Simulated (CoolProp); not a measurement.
Model: reference Helmholtz-energy equation of state, Bücker 2006, in CoolProp.

Problem. For n-butane, give the phase and the cp (kJ/(kg K)), speed of sound (m/s), Joule-Thomson coefficient (K/MPa), viscosity (µPa s) at 575 K and 7.54 bar.

Solution. 
- 575 K and 7.54 bar: gas; cp 2.86, speed of sound 289, Joule-Thomson coefficient 3.51, viscosity 14.1

Viscosity comes from a separate model (Vogel 1999).
